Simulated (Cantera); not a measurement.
Input (Python, Cantera) and output of one run.

```python
import numpy as np
import cantera as ct

gas_names = [...]  # 105 gases of nasa_gas.yaml made of C, H, N, Si
cond_names = """
    C(gr) C6H6(L) C7H8(L) C8H18(L),n-octa Si(cr) Si(L) SiC(b) Si3N4(a)
""".split()


# ... load() reads the species with a 1 bar reference pressure and builds the phases ...
atoms = {
    'Si3N4': {'Si': 3, 'N': 4},
    'C': {'C': 1},
    'H2': {'H': 2},
}
top_T = {'C(gr)': 4500, 'SiC(b)': 3050, 'Si3N4(a)': 2400}  # K; cautious upper limits of use, not melting points


# ... equilibrate(T, P, feed) seeds the gas with the atoms and calls Mixture.equilibrate('TP', solver="vcs", rtol=1e-11, max_steps=5000) ...
results = []
feed = {'Si3N4': 1, 'C': 0.2, 'H2': 0.021}  # mol
T = 2123  # K
P = 100000  # Pa
mix = equilibrate(T, P, feed)
results.append((T, P, feed, dict(zip(mix.species_names, mix.species_moles))))
x = sorted(zip(gas.X, gas.species_names), reverse=True)
print(f"T = {T:g} K  P = {P:g} Pa  gas = {mix.phase_moles(0):.4g} mol")
print("   x: " + "  ".join(f"{s} {v:.3e}" for v, s in x if v > 1e-06))
print("   condensed (mol): " + ("  ".join(f"{mix.phase(i).name} {mix.phase_moles(i):.4g}"
      for i in range(1, mix.n_phases) if mix.phase_moles(i) > 1e-12) or "none"))
```

Result:

```
T = 2123 K  P = 100000 Pa  gas = 0.1544 mol
   x: N2 8.627e-01  H2 1.349e-01  H 1.318e-03  HCN 7.331e-04  Si 1.548e-04  HNC 5.140e-05  Si2N 3.044e-05  SiH 2.939e-05  SiN 2.840e-05  SiH2 2.519e-05  Si2C 6.904e-06  Si2 1.929e-06  C2H2,acetylene 1.907e-06
   condensed (mol): SiC(b) 0.1999  Si3N4(a) 0.9334
```

These are equilibrium values from Cantera (NASA tables, ideal gas, pure condensed phases), not measurements of a reactor. Mutual solubility and eutectic melting of coexisting phases are not modelled. The tables' values for SiN are old estimates; treat these amounts as uncertain. Gases not in the tables: Si2H6 and higher silanes.
